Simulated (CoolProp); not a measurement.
Vapour-liquid equilibrium of R22 (1) + R123 (2) at 0.0412 MPa; x and y are mole fractions of (1).

The numbers come from the multi-fluid Helmholtz-energy mixture model, Kamei 1995 and Younglove 1994; pair parameters Bell 2016 in CoolProp.

```csv
x,"bubble temperature, mixture model (K)","bubble temperature, Raoult's law (K)","y, mixture model","y, Raoult's law"
0.05,266.6,265.7,0.441,0.471
0.2,244.7,244.9,?,0.855
0.35,233.3,234.2,0.942,0.939
0.5,226.5,227.4,0.972,0.971
0.65,?,222.5,0.985,0.986
0.8,?,218.7,0.993,0.994
0.95,215.7,215.7,0.998,0.999
```

Some entries are withheld; supply them.


- 0.2, y, mixture model: 0.854
- 0.65, bubble temperature, mixture model (K): 221.9
- 0.8, bubble temperature, mixture model (K): 218.5

The largest gap from Raoult's law is -0.9 K in bubble temperature, at x = 0.5. No azeotrope shows between x = 0.05 and 0.95.

Pair parameters are fitted to limited data, so mixtures are less certain than the pure fluids. The gap from Raoult's law changes sign with composition, which may be real or a fault of the pair parameters; it wasn't checked against measurements.
